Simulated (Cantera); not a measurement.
Cantera run:

```python
import numpy as np
import cantera as ct

gas_names = """
    CL CLF CLF3 CL2 F F2 H HCL HF H2 H2F2 H3F3 H4F4 H5F5 H6F6 H7F7 N NF NF2 NF3 NH NH2 NH3 N2 N2H2 N2H4
    Si SiCL SiCL2 SiCL3 SiCL4 SiF SiF2 SiF3 SiF4 SiH SiHCL3 SiHF3 SiH2 SiH2CL2 SiH2F2 SiH3 SiH3CL SiH3F
    SiH4 SiN Si2 Si2N Si3
""".split()
cond_names = """
    NH4CL(a) NH4CL(b) Si(cr) Si(L) Si3N4(a)
""".split()


def load(file, names, dense=False):
    # The tables refer to 1 bar. Condensed volumes are neglected.
    table = {s.name: s for s in ct.Species.list_from_file(file)}
    out = []
    for n in names:
        d = dict(table[n].input_data)
        d["thermo"] = dict(d["thermo"], **{"reference-pressure": 1e5})
        if dense:
            d["equation-of-state"] = {"model": "constant-volume", "density": "1e6 g/cm^3"}
        out.append(ct.Species.from_dict(d))
    return out


gas = ct.Solution(thermo="ideal-gas", species=load("nasa_gas.yaml", gas_names))
cond = {s.name: ct.Solution(thermo="fixed-stoichiometry", species=[s], name=s.name)
        for s in load("nasa_condensed.yaml", cond_names, dense=True)}
atoms = {
    'Si2Cl6': {'Si': 2, 'CL': 6},
    'N2': {'N': 2},
    'HF': {'H': 1, 'F': 1},
}
top_T = {'Si3N4(a)': 2400}  # K; cautious upper limits of use, not melting points


def equilibrate(T, P, feed):
    n = {}
    for name, mol in feed.items():
        for a, k in atoms[name].items():
            n[a] = n.get(a, 0.0) + k * mol
    gas.TPX = T, P, n
    mass = sum(n.values()) * gas.mean_molecular_weight
    gas.equilibrate("TP")
    valid = [c for c in cond.values() if c.min_temp <= T <= top_T.get(c.name, c.max_temp)]
    mix = ct.Mixture([(gas, mass / gas.mean_molecular_weight)] + [(c, 0.0) for c in valid])
    mix.T, mix.P = T, P
    mix.equilibrate("TP", solver="vcs", rtol=1e-11, max_steps=5000)
    return mix


results = []
feed = {'Si2Cl6': 1, 'N2': 33, 'HF': 0.0023}  # mol
P = 101325  # Pa
for T in [850, 900, 950, 1000, 1050, 1100, 1150, 1200, 1250, 1300, 1350, 1400, 1450, 1500]:
    mix = equilibrate(T, P, feed)
    results.append((T, P, feed, dict(zip(mix.species_names, mix.species_moles))))
    x = sorted(zip(gas.X, gas.species_names), reverse=True)
    print(f"T = {T:g} K  P = {P:g} Pa  gas = {mix.phase_moles(0):.4g} mol")
    print("   x: " + "  ".join(f"{s} {v:.3e}" for v, s in x if v > 0.001))
    print("   condensed (mol): " + ("  ".join(f"{mix.phase(i).name} {mix.phase_moles(i):.4g}"
          for i in range(1, mix.n_phases) if mix.phase_moles(i) > 1e-12) or "none"))
```

Result:

```
T = 850 K  P = 101325 Pa  gas = 34.17 mol
   x: N2 9.560e-01  SiCL4 4.388e-02
   condensed (mol): Si3N4(a) 0.1667
T = 900 K  P = 101325 Pa  gas = 34.17 mol
   x: N2 9.560e-01  SiCL4 4.388e-02
   condensed (mol): Si3N4(a) 0.1667
T = 950 K  P = 101325 Pa  gas = 34.17 mol
   x: N2 9.560e-01  SiCL4 4.388e-02
   condensed (mol): Si3N4(a) 0.1667
T = 1000 K  P = 101325 Pa  gas = 34.17 mol
   x: N2 9.560e-01  SiCL4 4.388e-02
   condensed (mol): Si3N4(a) 0.1666
T = 1050 K  P = 101325 Pa  gas = 34.17 mol
   x: N2 9.560e-01  SiCL4 4.387e-02
   condensed (mol): Si3N4(a) 0.1666
T = 1100 K  P = 101325 Pa  gas = 34.17 mol
   x: N2 9.560e-01  SiCL4 4.384e-02
   condensed (mol): Si3N4(a) 0.1665
T = 1150 K  P = 101325 Pa  gas = 34.17 mol
   x: N2 9.560e-01  SiCL4 4.379e-02
   condensed (mol): Si3N4(a) 0.1663
T = 1200 K  P = 101325 Pa  gas = 34.17 mol
   x: N2 9.560e-01  SiCL4 4.369e-02
   condensed (mol): Si3N4(a) 0.1659
T = 1250 K  P = 101325 Pa  gas = 34.18 mol
   x: N2 9.559e-01  SiCL4 4.351e-02
   condensed (mol): Si3N4(a) 0.1651
T = 1300 K  P = 101325 Pa  gas = 34.18 mol
   x: N2 9.558e-01  SiCL4 4.317e-02
   condensed (mol): Si3N4(a) 0.1637
T = 1350 K  P = 101325 Pa  gas = 34.2 mol
   x: N2 9.556e-01  SiCL4 4.261e-02  SiCL3 1.482e-03
   condensed (mol): Si3N4(a) 0.161
T = 1400 K  P = 101325 Pa  gas = 34.22 mol
   x: N2 9.552e-01  SiCL4 4.166e-02  SiCL3 2.457e-03
   condensed (mol): Si3N4(a) 0.1562
T = 1450 K  P = 101325 Pa  gas = 34.26 mol
   x: N2 9.545e-01  SiCL4 4.016e-02  SiCL3 3.883e-03  SiCL2 1.371e-03
   condensed (mol): Si3N4(a) 0.1478
T = 1500 K  P = 101325 Pa  gas = 34.33 mol
   x: N2 9.533e-01  SiCL4 3.786e-02  SiCL3 5.836e-03  SiCL2 2.857e-03
   condensed (mol): Si3N4(a) 0.1336
```

Equilibrium computed with Cantera from the NASA thermochemical tables; the gas is ideal and each condensed phase is pure. The feed counts by its element totals alone. N2 is the only nitrogen source here; it is nearly inert below about 1500 K, so the nitride shown seldom forms there in practice. The tables' values for SiCl3 are old estimates; treat these amounts as uncertain.
